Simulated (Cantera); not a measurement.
An adiabatic, constant-volume homogeneous reactor starts with CH4 : C2H6 : C3H8 : O2 : N2 = 1 : 0.18 : 0.11 : 3.38 : 12.7 (molar parts), at 1475 K and 0.622 atm. Integrator tolerance rtol = 1e-08.

Cantera simulation using GRI-Mech 3.0 (53 species, 325 reactions); the numbers are that mechanism's predictions, not measurements.

Problem. What does this change do: N2 12.7 to 22 parts?

Solution. 
| quantity | before | after |
|---|---|---|
| time of steepest temperature rise | 0.189 ms | 0.274 ms |
| temperature at 0.500 s | 2845 K | 2633 K |
| equilibrium temperature | 2845 K | 2633 K |
| x(CH4) at 0.500 s | <1e-12 (gas-phase equilibrium <1e-12) | <1e-12 (gas-phase equilibrium <1e-12) |
| x(C2H6) at 0.500 s | <1e-12 (gas-phase equilibrium <1e-12) | <1e-12 (gas-phase equilibrium <1e-12) |
| x(C3H8) at 0.500 s | <1e-12 (gas-phase equilibrium <1e-12) | <1e-12 (gas-phase equilibrium <1e-12) |
| x(O) at 0.500 s | 0.00950 (gas-phase equilibrium 0.00950) | 0.00310 (gas-phase equilibrium 0.00310) |
| x(H2O2) at 0.500 s | 3.23e-7 (gas-phase equilibrium 3.23e-7) | 1.14e-7 (gas-phase equilibrium 1.14e-7) |

Problem. What does this change do: pressure from 0.622 atm to 3.65 atm?

Solution. 
| quantity | before | after |
|---|---|---|
| time of steepest temperature rise | 0.189 ms | 60.0 µs |
| temperature at 0.500 s | 2845 K | 2999 K |
| equilibrium temperature | 2845 K | 2999 K |
| x(CH4) at 0.500 s | <1e-12 (gas-phase equilibrium <1e-12) | <1e-12 (gas-phase equilibrium <1e-12) |
| x(C2H6) at 0.500 s | <1e-12 (gas-phase equilibrium <1e-12) | <1e-12 (gas-phase equilibrium <1e-12) |
| x(C3H8) at 0.500 s | <1e-12 (gas-phase equilibrium <1e-12) | <1e-12 (gas-phase equilibrium <1e-12) |
| x(O) at 0.500 s | 0.00950 (gas-phase equilibrium 0.00950) | 0.00619 (gas-phase equilibrium 0.00619) |
| x(H2O2) at 0.500 s | 3.23e-7 (gas-phase equilibrium 3.23e-7) | 1.01e-6 (gas-phase equilibrium 1.01e-6) |
Above 3000 K some thermodynamic fits are extrapolated.
